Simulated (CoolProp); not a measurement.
Vapour-liquid equilibrium of CH2F2 (R32) (1) + R236FA (2) at 77.5 kPa; x and y are mole fractions of (1).

Computed with CoolProp (multi-fluid Helmholtz-energy mixture model, Tillner-Roth 1997 and Pan 2012; pair parameters Bell 2016).

```tsv
x	bubble temperature (K)	y at the bubble point	dew temperature at overall composition x (K)	liquid density (mol/L)
0.05	258.5	0.297	264.4	10.07
0.15	247.5	0.630	262.1	10.96
0.25	239.5	0.786	259.7	11.88
0.35	233.8	0.866	257.1	12.87
0.45	229.4	0.911	254.1	13.95
0.55	226.1	0.940	250.7	15.17
0.65	223.4	0.959	246.6	16.55
0.75	221.1	0.974	241.7	18.15
0.85	219.1	0.985	235.1	20.03
0.95	217.3	0.995	224.7	22.28
```

No azeotrope shows between x = 0.05 and 0.95.

The pair parameters rest on a limited set of measurements; away from them the model extrapolates. The gap from Raoult's law changes sign with composition, which may be real or a fault of the pair parameters; it wasn't checked against measurements.
